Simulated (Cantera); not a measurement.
Charge: 1 mol Fe2O3, 41 mol H2, 0.53 mol N2, at 3.75 Torr.

Method: chemical equilibrium by Gibbs-energy minimisation in Cantera with the NASA 1993 tables (ideal gas, pure condensed phases). Candidate condensed phases: Fe, FeO, Fe(OH)2, Fe(OH)3, Fe2O3, Fe3O4, H2O; 27 gas species. The numbers say what is thermodynamically allowed, not how fast it happens.

Task: Which condensed phases are stable at each of these points (T (°C)): 1050, 1200, 1350, 1500, 1650, 1800, 1950?

Result: 
```
T (°C)  condensed phases  Fe condensed (%)
------  ----------------  ----------------
1050               Fe(γ)             100.0
1200               Fe(γ)             100.0
1350               Fe(γ)              99.3
1500               Fe(δ)              91.7
1650               Fe(l)              36.1
1800            gas only               0.0
1950            gas only               0.0
```

From 1050 °C to 1350 °C the condensed part is Fe(γ). At 1500 °C the condensed part is Fe(δ). At 1650 °C the condensed part is Fe(l). From 1800 °C to 1950 °C nothing is condensed.
